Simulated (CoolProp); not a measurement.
Computed with CoolProp (reference Helmholtz-energy equation of state, Wagner 2002).

### Question
For water, give the phase and the density (kg/m³), cv (kJ/(kg K)), Joule-Thomson coefficient (K/MPa), Prandtl number at 653.5 K and 29 MPa.

### Answer
- 653.5 K and 29 MPa: supercritical; density 522, cv 3.08, Joule-Thomson coefficient 1.14, Prandtl number 1.55

Viscosity comes from a separate model (Huber 2009). Thermal conductivity comes from a separate model (Huber 2012).
